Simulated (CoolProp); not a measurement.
Toluene along the isotherm 620 K: fugacity coefficient from the reference equation and from simpler models built on Tc = 591.7 K, pc = 4.126 MPa, ω = 0.266; each cubic takes its own stable root.

Values from CoolProp's reference Helmholtz-energy equation of state, Lemmon 2006. It is a short technical equation, of lower accuracy than the large ones.

```
p (MPa)          phase   reference  van der Waals  Redlich-Kwong  Soave-Redlich-Kwong  Peng-Robinson
-------  -------------  ----------  -------------  -------------  -------------------  -------------
0.0652             gas      0.9950         0.9958         0.9953               0.9954         0.9948
0.148              gas      0.9887         0.9905         0.9893               0.9896         0.9883
0.338              gas      0.9744         0.9783         0.9757           (withheld)         0.9734
0.769              gas  (withheld)     (withheld)         0.9452               0.9465         0.9401
1.75               gas      0.8704         0.8885         0.8768               0.8799         0.8667
3.98               gas      0.7141         0.7448     (withheld)               0.7328         0.7094
9.07     supercritical      0.4308         0.4696         0.4488           (withheld)     (withheld)
20.6     supercritical      0.2794         0.3524     (withheld)               0.3180         0.2878
```

Some entries are withheld; supply them.


- 0.338, Soave-Redlich-Kwong: 0.9763
- 0.769, reference: 0.9421
- 0.769, van der Waals: 0.9508
- 3.98, Redlich-Kwong: 0.7254
- 9.07, Soave-Redlich-Kwong: 0.4634
- 9.07, Peng-Robinson: 0.4376
- 20.6, Redlich-Kwong: 0.3057
